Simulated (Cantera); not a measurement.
**N2O furnace oxynitridation**

An isothermal, constant-pressure homogeneous reactor starts with N2O : H2O = 1 : 0.12 (molar parts), at 1523 K and 60.0 Torr.

Model: GRI-Mech 3.0 (53 species, 325 reactions), integrated in Cantera. GRI-Mech 3.0 was tuned for natural gas; its chemistry of N2O as a main component is partial and can be far from experiment. The temperature is held fixed by assumption; the heat of reaction is taken as removed at once.

| t (s) | x N2O | x H2O | x N2 | x O2 | x H |
|---|---|---|---|---|---|
| 0.000400 | 0.888 | 0.107 | 0.00267 | 0.00100 | 6.74e-7 |
| 0.00172 | 0.873 | 0.106 | 0.0122 | 0.00515 | 8.87e-7 |
| 0.00739 | 0.811 | 0.104 | 0.0510 | 0.0221 | 8.84e-7 |
| 0.0317 | 0.603 | 0.0961 | 0.180 | 0.0794 | 9.41e-7 |
| 0.136 | 0.209 | 0.0816 | 0.427 | 0.190 | 1.31e-6 |
| 0.586 | 0.00705 | 0.0742 | 0.556 | 0.249 | 6.95e-7 |
| 2.52 | 3.35e-6 | 0.0740 | 0.561 | 0.252 | 9.59e-8 |
| 10.8 | 2.72e-6 | 0.0740 | 0.561 | 0.252 | 9.59e-8 |
| 46.5 | 2.66e-6 | 0.0740 | 0.561 | 0.253 | 9.58e-8 |
| 200 | 2.42e-6 | 0.0740 | 0.564 | 0.255 | 9.55e-8 |
x: mole fraction; the columns are a selection and need not sum to one.

Equilibrium at this temperature and pressure: N2O 2.24e-8, H2O 0.0740, N2 0.617, O2 0.308, H 9.07e-8 (gas phase only).
